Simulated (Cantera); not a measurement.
Feed: 1 mol FeS, 3.1 mol H2S, 0.78 mol O2, at 1475 K and 0.0450 bar.

Method: chemical equilibrium by Gibbs-energy minimisation in Cantera with the NASA 1993 tables (ideal gas, pure condensed phases). Candidate condensed phases: Fe, FeO, Fe(OH)2, Fe(OH)3, FeS, FeSO4, FeS2, Fe2O3, Fe2(SO4)3, Fe3O4, H2O, H2SO4, S; 22 gas species. FeS: taken at fixed stoichiometry. The numbers say what is thermodynamically allowed, not how fast it happens.

Base state: H2O 0.335, S2 0.286, H2 0.249, H2S 0.116, SO2 0.00811, SH 0.00391, SO 0.00104, S2O 0.000814 (mole fractions); condensed: FeS(l).

Problem. What changes in the equilibrium state with this change: temperature from 1475 K to 823 K?

Solution. 
```csv
species,before,after
H2O,0.335,0.455
H2S,0.116,0.455
S2,0.286,0.0810
H2,0.249,0.00548
S,7.64e-5,<1e-9
H,3.05e-5,<1e-9
SO,0.00104,1.71e-7
SH,0.00391,2.50e-6
"FeS(l), mol",1.000,0
"FeS2(s), mol",0,1.00
```
Gases not in the tables: S3 to S7.
